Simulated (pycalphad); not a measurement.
Computed with pycalphad from the COST 507 light-alloy database (1999), at 1 atm. The database dates from 1999; later assessments differ in places, in temperatures and in the compounds included. Phase fractions are per mole of atoms. Kinetics are ignored, which matters at the lower temperatures.

Task: Give the equilibrium state of Si-8.6Ti (at.%) at 447 °C.

Result: diamond (Si), fraction 0.742, with <0.01 Ti at.%; SI2TI, fraction 0.258, with 33.3 Ti at.%.

Task: Give the equilibrium state of Si-8.6Ti (at.%) at 1367 °C.

Result: liquid, fraction 0.557, with 15.4 Ti at.%; diamond (Si), fraction 0.443, with <0.01 Ti at.%.

Database names, with the compositions (at.%) that they take in these runs: SI2TI: Si 67 Ti 33.
